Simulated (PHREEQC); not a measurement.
# Metal-bearing waste water: an equilibrium model

Dissolve 0.021 mol MnSO4 and 0.79 mol ZnBr2 per kg of water at 25 °C. It is in equilibrium with CO2 at log p = -3.4 (atm). Otherwise closed; pH follows from the charge balance.

Computed with PHREEQC (ion-association model, phreeqc.dat).

No solid was allowed to form.

Task: Predict the pH.

Result: pH 4.97.

Task: In which forms is S present?

Result: ZnSO4 57 %, SO4-2 41 %, MnSO4 1.5 %, Zn(SO4)2-2 0.9 % of the S.

Ionic strength above about 0.7 mol/kgw puts this run outside the model's range. Complexes and solids missing from the database can't appear.
